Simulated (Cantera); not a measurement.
A freely propagating, adiabatic, planar premixed flame of 8.28 % CH4, 18.0 % O2, 67.6 % N2, 6.13 % H2O, unburnt at 350 K and 675 Torr; mixture-averaged transport, grid criteria slope 0.08 and curve 0.16, no radiation.

Detailed kinetics in Cantera: GRI-Mech 3.0 (53 species, 325 reactions). Burning velocities carry a grid error of a few per cent, more on coarse grids.

x: mole fraction of selected species; z is measured from the peak of heat release.

```tsv
z (mm)	T (K)	u (m/s)	x CH4	x O2	x H2O	x CH2CO	x C2H6	x C2H
-1.76	350	0.359	0.0827	0.180	0.0612	<1e-8	<1e-8	<1e-8
-1.17	352	0.361	0.0825	0.179	0.0614	<1e-8	1.87e-7	<1e-8
-0.881	359	0.369	0.0819	0.179	0.0624	(withheld)	1.55e-6	<1e-8
-0.587	424	0.438	0.0779	0.174	0.0701	(withheld)	2.66e-5	<1e-8
-0.294	844	0.881	0.0542	0.141	0.113	(withheld)	0.000434	<1e-8
-0.147	1251	1.31	0.0292	0.102	0.153	5.94e-5	0.000674	<1e-8
0	1623	1.71	0.00600	0.0576	0.190	6.40e-5	7.12e-5	3.93e-8
0.147	1765	1.85	0.000268	0.0351	0.204	(withheld)	1.22e-7	1.71e-8
0.294	1817	1.90	6.21e-6	0.0285	0.206	(withheld)	<1e-8	<1e-8
0.587	1881	1.96	<1e-8	0.0244	0.209	<1e-8	<1e-8	<1e-8
1.17	1951	2.02	<1e-8	0.0213	0.213	<1e-8	<1e-8	<1e-8
2.35	2012	2.08	<1e-8	0.0186	0.218	<1e-8	<1e-8	<1e-8
4.70	2054	2.12	<1e-8	0.0167	0.222	<1e-8	<1e-8	<1e-8
```

Question: Complete the blanks.

Answer: 
- -0.881, x CH2CO: 3.87e-8
- -0.587, x CH2CO: 8.00e-7
- -0.294, x CH2CO: 1.76e-5
- 0.147, x CH2CO: 5.63e-6
- 0.294, x CH2CO: 1.27e-7
